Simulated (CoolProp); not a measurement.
p-xylene along the isotherm 346.85 °C: fugacity coefficient from the reference equation and from simpler models built on Tc = 343.0 °C, pc = 3532 kPa, ω = 0.324; each cubic takes its own stable root.

Model: reference Helmholtz-energy equation of state, Zhou 2012, in CoolProp.

```tsv
p (kPa)	phase	reference	van der Waals	Redlich-Kwong	Soave-Redlich-Kwong	Peng-Robinson
407	gas	0.9577	0.9664	0.9617	0.9618	0.9576
815	gas	0.9162	0.9328	0.9238	0.9241	0.9161
1220	gas	0.8759	0.8996	0.8867	0.8871	0.8757
1630	gas	0.8357	0.8660	0.8494	0.8500	0.8355
2040	gas	0.7960	0.8321	0.8123	0.8131	0.7960
2440	gas	0.7576	0.7988	0.7762	0.7771	0.7578
2850	gas	0.7181	0.7639	0.7389	0.7399	0.7188
3260	gas	0.6778	0.7275	0.7005	0.7019	0.6793
3670	supercritical	0.6348	0.6858	0.6584	0.6606	0.6373
4070	supercritical	0.5856	0.6387	0.6110	0.6138	0.5907
4480	supercritical	0.5428	0.5980	0.5696	0.5723	0.5495
4890	supercritical	0.5069	0.5637	0.5346	0.5373	0.5146
5300	supercritical	0.4764	0.5347	0.5047	0.5074	0.4849
```
